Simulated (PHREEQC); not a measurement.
Solution (25 °C): 0.23 mol/kgw K2CO3, 8.4e-06 mol/kgw H4SiO4 and 8.4e-05 mol/kgw CuSO4. Closed to the air; pH follows from the charge balance.

The numbers come from PHREEQC with the ion-association model, wateq4f.dat.

Question: The ionic strength comes out as 0.685 mol/kgw. What activity coefficients do CO3-2, Cu(CO3)2-2, K+, HCO3-, Cu(OH)3- get?

Answer: CO3-2 0.21, Cu(CO3)2-2 0.31, K+ 0.62, HCO3- 0.67, Cu(OH)3- 0.75.

This is a speciation only: nothing precipitates in the calculation. Examples of supersaturated solids here: Cu(OH)2, Malachite. Others may be too. The database's constant for dissolved Cu(OH)2 is higher than later reviews accept.
